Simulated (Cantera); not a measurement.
## Silicon oxide and oxynitride deposition: SiCl4 + NO + H2 + H2O

Charge: 1 mol SiCl4, a varied amount of NO, 0.19 mol H2, 13 mol H2O, held at 773.15 K and 0.308 Torr.

Cantera equilibrium calculation (NASA polynomials, part measured and part estimated; ideal gas, pure solids and liquids). Candidate condensed phases: H2O, NH4Cl, Si, SiO2, Si2N2O, Si3N4; 47 gas species. The numbers say what is thermodynamically allowed, not how fast it happens.

From 0.55 mol NO to 11 mol NO the condensed part is SiO2(α-quartz).

```tsv
n(NO) (mol)	x H2O	x HCl	x N2	x O2	x Cl2	n SiO2(α-quartz)
0.55	0.716	0.255	0.0176	0.0112	0.000525	1.00
2.3	0.645	0.228	0.0661	0.0601	0.00108	1.00
4.1	0.585	0.206	0.107	0.101	0.00126	1.00
5.8	0.537	0.189	0.139	0.134	0.00133	1.00
7.6	0.495	0.174	0.168	0.163	0.00134	1.00
9.3	0.460	0.161	0.191	0.186	0.00133	1.00
11	0.430	0.151	0.211	0.207	0.00131	1.00
```
x: gas mole fraction; n: condensed amount in mol.
